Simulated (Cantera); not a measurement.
Charge: 1 mol MgF2, 0.04 mol HF, 21 mol H2, 0.26 mol O2, equilibrated at 52000 Pa.

Method: chemical equilibrium by Gibbs-energy minimisation in Cantera with the NASA 1993 tables (ideal gas, pure condensed phases). Candidate condensed phases: H2O, Mg, MgF2, MgO, Mg(OH)2; 31 gas species. Mutual solubility and eutectic melting of coexisting phases are not modelled. The numbers say what is thermodynamically allowed, not how fast it happens.

x: gas mole fraction; n: condensed amount in mol.

```tsv
T (K)	x H2	x H2O	x HF	x MgF2	n MgF2(s)	n MgO(s)
1023	0.973	0.0247	0.00190	7.90e-11	1.00	0
1073	0.973	0.0247	0.00196	[?]	0.999	[?]
1123	0.973	0.0240	0.00329	4.28e-9	0.985	0.0147
1173	0.972	0.0230	0.00525	2.42e-8	0.965	0.0354
1223	0.970	0.0216	0.00796	1.18e-7	0.936	0.0640
1273	0.969	0.0198	0.0115	5.08e-7	0.898	0.102
1323	0.967	[?]	[?]	[?]	0.852	[?]
1373	0.964	0.0150	0.0208	6.71e-6	0.799	0.201
```

Complete the blanks.


- 1323, x H2O: 0.0176
- 1323, x HF: 0.0158
- 1323, x MgF2: 1.94e-6
- 1323, n MgO(s): 0.148
- 1073, x MgF2: 6.40e-10
- 1073, n MgO(s): 0.000569
